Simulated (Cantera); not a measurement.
Charge: 1 mol SiF4, 0.85 mol N2, 0.99 mol H2, held at 625 °C.

Equilibrium computed with Cantera from the NASA thermochemical tables; the gas is ideal and each condensed phase is pure. Candidate condensed phases: Si, Si3N4; 37 gas species. N2 is the only nitrogen source here; it is nearly inert below about 1500 K, so the nitride shown seldom forms there in practice. The tables' values for SiF3 are old estimates; treat these amounts as uncertain. Rates play no part.

x: gas mole fraction; n: condensed amount in mol.

| P (Pa) | x SiF4 | x H2 | x N2 | x HF | x SiHF3 | x NH3 | x SiF3 | n Si3N4(s) |
|---|---|---|---|---|---|---|---|---|
| 5 | 0.352 | 0.348 | 0.299 | ___ | 9.06e-5 | 6.91e-9 | 2.73e-5 | 7.94e-5 |
| 26 | 0.352 | 0.348 | 0.299 | ___ | 0.000104 | 3.60e-8 | 1.38e-5 | 6.57e-5 |
| 140 | 0.352 | 0.348 | 0.299 | ___ | 0.000120 | 1.94e-7 | 6.82e-6 | 5.14e-5 |
| 710 | 0.352 | 0.348 | 0.299 | ___ | 0.000137 | 9.82e-7 | 3.47e-6 | 3.78e-5 |
| 3700 | 0.352 | 0.348 | 0.299 | ___ | 0.000157 | 5.12e-6 | 1.74e-6 | 0 |
| 19000 | 0.352 | 0.348 | 0.299 | ___ | 0.000180 | 2.63e-5 | 8.81e-7 | 0 |
| 100000 | 0.352 | 0.348 | 0.299 | ___ | 0.000202 | 0.000138 | 4.32e-7 | 0 |

Question: What belongs in the gaps?

Answer: 
- 5, x HF: 0.000454
- 26, x HF: 0.000395
- 140, x HF: 0.000344
- 710, x HF: 0.000300
- 3700, x HF: 0.000262
- 19000, x HF: 0.000228
- 100000, x HF: 0.000203
